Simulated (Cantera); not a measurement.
A perfectly stirred reactor is fed with CH4 : H2 : N2 : H2O = 0.033 : 1 : 0.01 : 0.0081 (molar parts), at 13300 Pa; it is held at 2225 K, and followed from long to short residence time.

Detailed kinetics in Cantera: GRI-Mech 3.0 (53 species, 325 reactions). GRI-Mech 3.0 stops at C3 and has no aromatics, soot or wall deposition, so with more carbon than oxygen in the feed, carbon stays in small species such as C2H2 where larger ones or solid carbon would form.

Predict: x(CH4) at τ = 11.0 s; x(H2) at τ = 11.0 s; x(C2H4) at τ = 11.0 s; x(CH2) at τ = 11.0 s; x(HCN) at τ = 11.0 s; x(CH4) at τ = 36.0 ms; x(H2) at τ = 36.0 ms; x(C2H4) at τ = 36.0 ms; x(CH2) at τ = 36.0 ms; x(HCN) at τ = 36.0 ms.


* **x(CH4) at τ = 11.0 s**: 0.000117
* **x(H2) at τ = 11.0 s**: 0.955
* **x(C2H4) at τ = 11.0 s**: 3.08e-6
* **x(CH2) at τ = 11.0 s**: 1.07e-6
* **x(HCN) at τ = 11.0 s**: 0.000262
* **x(CH4) at τ = 36.0 ms**: 0.00204
* **x(H2) at τ = 36.0 ms**: 0.954
* **x(C2H4) at τ = 36.0 ms**: 6.88e-6
* **x(CH2) at τ = 36.0 ms**: 1.24e-5
* **x(HCN) at τ = 36.0 ms**: 8.41e-6
